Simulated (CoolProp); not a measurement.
Dry air at several states: fugacity coefficient from the reference equation and from simpler models built on Tc = -140.6 °C, pc = 3.786 MPa, ω = 0.034; each cubic takes its own stable root.

The numbers come from the reference Helmholtz-energy equation of state, Lemmon 2000 in CoolProp. It is a pseudo-pure fit of the blend.

```csv
T (°C),p (MPa),phase,reference,van der Waals,Redlich-Kwong,Soave-Redlich-Kwong
98.45,17,supercritical,1.037,0.9825,1.012,1.055
-7.25,0.0402,gas,0.9997,0.9995,0.9997,0.9998
2.65,0.0166,gas,0.9999,0.9998,0.9999,0.9999
-204.25,16.8,liquid,0.003292,0.02751,0.002046,0.003040
```
